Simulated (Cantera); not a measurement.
Charge: 1 mol SiH4, 0.06 mol HCl, 140 mol N2, 0.45 mol O2, at 1400 Pa.

These are equilibrium values from Cantera (NASA tables, ideal gas, pure condensed phases), not measurements of a reactor. Candidate condensed phases: H2O, NH4Cl, Si, SiO2, Si2N2O, Si3N4; 47 gas species. N2 is the only nitrogen source here; it is nearly inert below about 1500 K, so the nitride shown seldom forms there in practice. Mutual solubility and eutectic melting of coexisting phases are not modelled. The tables hold silica as quartz up to 1696 K and as liquid above; real silica turns to tridymite and cristobalite and melts near 1996 K. Rates play no part.

x: gas mole fraction; n: condensed amount in mol.

| T (K) | x N2 | x H2 | x SiO | x HCl | x H | x H2O | n SiO2(β-quartz) | n Si2N2O(s) |
|---|---|---|---|---|---|---|---|---|
| 1000 | 0.985 | 0.0141 | 1.01e-12 | 0.000423 | 2.28e-9 | 5.07e-7 | 0.267 | 0.367 |
| 1050 | 0.985 | 0.0141 | 1.87e-11 | 0.000423 | 8.14e-9 | 6.44e-7 | 0.267 | 0.367 |
| 1100 | 0.985 | 0.0141 | 2.64e-10 | 0.000423 | 2.60e-8 | 7.99e-7 | 0.267 | 0.367 |
| 1150 | 0.985 | 0.0141 | 2.96e-9 | 0.000423 | 7.49e-8 | 9.72e-7 | 0.267 | 0.367 |
| 1200 | 0.985 | 0.0141 | [?] | 0.000423 | [?] | [?] | 0.267 | 0.367 |
| 1250 | 0.985 | 0.0141 | 2.05e-7 | 0.000423 | 4.85e-7 | 1.37e-6 | 0.267 | 0.367 |
| 1300 | 0.985 | 0.0141 | 1.33e-6 | 0.000423 | 1.11e-6 | 1.59e-6 | 0.266 | 0.367 |
| 1350 | 0.985 | 0.0141 | [?] | 0.000423 | [?] | [?] | 0.266 | 0.366 |
| 1400 | 0.985 | 0.0141 | 3.73e-5 | 0.000423 | 4.88e-6 | 2.08e-6 | 0.265 | 0.365 |
| 1450 | 0.985 | 0.0141 | 0.000165 | 0.000423 | 9.49e-6 | 2.33e-6 | 0.259 | 0.359 |
| 1500 | 0.985 | 0.0141 | 0.000663 | 0.000423 | 1.77e-5 | 2.60e-6 | 0.235 | 0.335 |
| 1550 | 0.983 | 0.0141 | 0.00242 | 0.000421 | 3.16e-5 | 2.87e-6 | 0.152 | 0.252 |
| 1600 | 0.980 | 0.0140 | 0.00560 | 0.000419 | 5.43e-5 | 1.48e-6 | 0 | 0.100 |
| 1650 | 0.980 | 0.0140 | 0.00560 | 0.000417 | 9.07e-5 | 1.67e-7 | 0 | 0.0999 |

Q: Fill in the missing entries.

A: 
- 1200, x SiO: 2.70e-8
- 1200, x H: 1.98e-7
- 1200, x H2O: 1.16e-6
- 1350, x SiO: 7.51e-6
- 1350, x H: 2.39e-6
- 1350, x H2O: 1.83e-6
